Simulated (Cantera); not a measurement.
Feed: 1 mol CH3SiCl3, 10 mol H2, 0.073 mol C2H4, at 0.690 bar.

Points: T (K) = 1075, 1125, 1175, 1225, 1275, 1325, 1375, 1425, 1475.

Cantera's Mixture.equilibrate('TP', solver="vcs", rtol=1e-11, max_steps=5000) on the NASA tables stopped like this:

```
T = 1075 K  P = 69000 Pa  gas = 12.43 mol
   x: H2 8.408e-01  HCL 1.012e-01  SiCL4 3.238e-02  CH4 2.200e-02  SiHCL3 3.343e-03  SiCL3 1.871e-04  SiH2CL2 4.038e-05  SiCL2 1.711e-05
   condensed (mol): C(gr) 0.3195  SiC(b) 0.553
ERROR: FAILURE its = 5001!

*******************************************************************************
CanteraError thrown by MultiPhase::equilibrate:
VCS solver failed. Return code: -1
*******************************************************************************
```

### Question
What got this run through?

### Answer
One answer among several that fit: The failure is numerical, not chemical. The same input converged with solver="gibbs", rtol=1e-10, max_steps=50000, and the result passed a check of the equilibrium conditions:
```
T = 1075 K  P = 69000 Pa  gas = 12.43 mol
   x: H2 8.408e-01  HCL 1.012e-01  SiCL4 3.238e-02  CH4 2.200e-02  SiHCL3 3.343e-03  SiCL3 1.871e-04  SiH2CL2 4.038e-05  SiCL2 1.711e-05
   condensed (mol): C(gr) 0.3195  SiC(b) 0.553
T = 1125 K  P = 69000 Pa  gas = 12.6 mol
   x: H2 8.331e-01  HCL 1.235e-01  SiCL4 2.608e-02  CH4 1.382e-02  SiHCL3 3.055e-03  SiCL3 2.917e-04  SiH2CL2 4.392e-05  SiCL2 4.015e-05
   condensed (mol): C(gr) 0.3437  SiC(b) 0.6281
T = 1175 K  P = 69000 Pa  gas = 12.74 mol
   x: H2 8.222e-01  HCL 1.455e-01  SiCL4 2.010e-02  CH4 8.933e-03  SiHCL3 2.678e-03  SiCL3 4.176e-04  SiCL2 8.476e-05  SiH2CL2 4.575e-05
   condensed (mol): C(gr) 0.3294  SiC(b) 0.7028
T = 1225 K  P = 69000 Pa  gas = 12.85 mol
   x: H2 8.105e-01  HCL 1.658e-01  SiCL4 1.472e-02  CH4 5.952e-03  SiHCL3 2.244e-03  SiCL3 5.491e-04  SiCL2 1.620e-04  SiH2CL2 4.568e-05
   condensed (mol): C(gr) 0.2971  SiC(b) 0.7724
T = 1275 K  P = 69000 Pa  gas = 12.93 mol
   x: H2 7.997e-01  HCL 1.832e-01  SiCL4 1.018e-02  CH4 4.090e-03  SiHCL3 1.794e-03  SiCL3 6.644e-04  SiCL2 2.821e-04  SiH2CL2 4.381e-05
   condensed (mol): C(gr) 0.2607  SiC(b) 0.8323
T = 1325 K  P = 69000 Pa  gas = 13 mol
   x: H2 7.910e-01  HCL 1.968e-01  SiCL4 6.664e-03  CH4 2.898e-03  SiHCL3 1.371e-03  SiCL3 7.439e-04  SiCL2 4.511e-04  SiH2CL2 4.048e-05
   condensed (mol): C(gr) 0.2288  SiC(b) 0.8795
T = 1375 K  P = 69000 Pa  gas = 13.05 mol
   x: H2 7.847e-01  HCL 2.065e-01  SiCL4 4.170e-03  CH4 2.115e-03  SiHCL3 1.011e-03  SiCL3 7.798e-04  SiCL2 6.701e-04  SiH2CL2 3.630e-05
   condensed (mol): C(gr) 0.2053  SiC(b) 0.913
T = 1425 K  P = 69000 Pa  gas = 13.08 mol
   x: H2 7.806e-01  HCL 2.128e-01  SiCL4 2.536e-03  CH4 1.584e-03  SiCL2 9.376e-04  SiCL3 7.775e-04  SiHCL3 7.277e-04  SiH2CL2 3.188e-05
   condensed (mol): C(gr) 0.1907  SiC(b) 0.9345
T = 1475 K  P = 69000 Pa  gas = 13.1 mol
   x: H2 7.781e-01  HCL 2.166e-01  SiCL4 1.525e-03  SiCL2 1.252e-03  CH4 1.214e-03  SiCL3 7.493e-04  SiHCL3 5.186e-04  SiH2CL2 2.768e-05  H 1.377e-05
   condensed (mol): C(gr) 0.1833  SiC(b) 0.9466
```

The gas is ideal and each condensed phase is pure. The feed counts by its element totals alone. The tables' values for SiCl3 are old estimates; treat these amounts as uncertain.
